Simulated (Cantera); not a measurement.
# Premixed flame

A freely propagating, adiabatic, planar premixed flame of 10.4 % CH4, 18.8 % O2, 70.8 % N2, equivalence ratio 1.1, unburnt at 325 K and 100.0 Torr; multicomponent transport, grid criteria slope 0.08 and curve 0.16, no radiation.

Cantera simulation using GRI-Mech 3.0 (53 species, 325 reactions); the numbers are that mechanism's predictions, not measurements. Burning velocities carry a grid error of a few per cent, more on coarse grids.

```
z (mm)  T (K)  u (m/s)     x CH4    x O2      x H2      x OH    x C2H2     x NO
------  -----  -------  --------  ------  --------  --------  --------  -------
-7.00     325    0.689     0.103   0.188  0.000407     <1e-8     <1e-8    <1e-8
-4.66     325    0.690     0.103   0.188   0.00179     <1e-8     <1e-8    <1e-8
-3.50     327    0.696     0.103   0.187   0.00432   3.65e-8   1.71e-8    <1e-8
-2.33     366    0.783     0.101   0.184    0.0113   3.96e-6   7.46e-7  4.88e-8
-1.17     805     1.76    0.0745   0.152    0.0252   5.09e-5   2.64e-5  1.25e-6
-0.583   1248     2.77    0.0414   0.110    0.0320  0.000381   8.82e-5  3.28e-6
0        1646     3.69    0.0106  0.0600    0.0334   0.00219  0.000175  7.04e-6
0.583    1810     4.06  0.000985  0.0302    0.0276   0.00560   5.07e-5  1.21e-5
1.17     1844     4.13   4.69e-5  0.0192    0.0236   0.00756   2.88e-6  1.55e-5
2.33     1864     4.16   8.33e-8  0.0141    0.0229   0.00831     <1e-8  1.81e-5
4.66     1886     4.19     <1e-8  0.0125    0.0234   0.00837     <1e-8  1.99e-5
9.33     1915     4.24     <1e-8  0.0115    0.0230   0.00828     <1e-8  2.27e-5
18.7     1958     4.33     <1e-8  0.0103    0.0218   0.00801     <1e-8  2.79e-5
```
x: mole fraction of selected species; z is measured from the peak of heat release.

| Property | Value |
|---|---|
| laminar burning velocity | 68.8 cm/s |
| thermal thickness | 2.33 mm |
| peak x(H2) | 0.0340 |
| peak x(OH) | 0.00838 |
| peak x(C2H2) | 0.000175 |
| grid points | 169 |
